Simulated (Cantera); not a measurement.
A closed system holds: 1 mol SiHCl3, a varied amount of NH3, 41 mol N2, at 1900 K and 42.0 mbar.

Equilibrium computed with Cantera from the NASA thermochemical tables; the gas is ideal and each condensed phase is pure. Candidate condensed phases: NH4Cl, Si, Si3N4; 28 gas species. The tables' values for SiCl, SiCl3, SiN are old estimates; treat these amounts as uncertain. Equilibrium is a limit: real reactors are often held back by kinetics, nucleation or transport.

Question: At 3.8 mol NH3, list the 6 most abundant gas species with their mole fractions, and the condensed phases.

Answer: N2 0.847, H2 0.109, HCl 0.0257, SiCl2 0.0164, H 0.00128, Si 0.000300. Condensed: Si(l).
